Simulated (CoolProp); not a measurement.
A single-stage vapour-compression cycle with R365MFC: evaporating at 297.15 K (dew point), condensing at 355.15 K (bubble point), superheat 2 K, subcooling 5 K, compressor efficiency 0.85, no pressure losses. Each further row changes one setting.

Model: reference Helmholtz-energy equation of state, Lemmon 2016, in CoolProp.

| case | cooling COP | pressure ratio | discharge temperature (K) | refrigerating effect (kJ/kg) | volumetric capacity (kJ/m³) |
|---|---|---|---|---|---|
| as stated | 3.30 | 6.81 | 355.2 | 122 | 407 |
| evaporating temperature 302.15 K | [?] | 5.58 | 355.2 | [?] | 510 |
| condensing temperature 350.15 K | 3.76 | 5.94 | 350.1 | 129 | 432 |
| subcooling 10 K | [?] | 6.81 | 355.2 | 129 | 432 |
| superheat 12 K | [?] | 6.81 | 355.2 | 132 | [?] |
| compressor efficiency 0.75 | [?] | 6.81 | 355.2 | 122 | 407 |

Problem. Fill in the missing entries.

Solution. 
- evaporating temperature 302.15 K, cooling COP: 3.80
- evaporating temperature 302.15 K, refrigerating effect (kJ/kg): 126
- subcooling 10 K, cooling COP: 3.50
- superheat 12 K, cooling COP: 3.39
- superheat 12 K, volumetric capacity (kJ/m³): 425
- compressor efficiency 0.75, cooling COP: 2.91

The compression ends wet for: as stated; evaporating temperature 302.15 K; condensing temperature 350.15 K; subcooling 10 K; superheat 12 K; compressor efficiency 0.75.
